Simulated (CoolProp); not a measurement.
Vapour-liquid equilibrium of R142b (1) + R113 (2) at 2.28 bar; x and y are mole fractions of (1).

Model: multi-fluid Helmholtz-energy mixture model, Lemmon 2006 and Marx 1992; pair parameters Bell 2016, in CoolProp.

### Question
Give the bubble temperature and the first vapour's composition at x = 0.275, 0.425, 0.575. Is there an azeotrope?

### Answer
x = 0.275: 314.3 K, y = 0.718; x = 0.425: 305.0 K, y = 0.831; x = 0.575: 298.5 K, y = 0.896. No azeotrope shows between x = 0.05 and 0.95.

Pair parameters are fitted to limited data, so mixtures are less certain than the pure fluids.
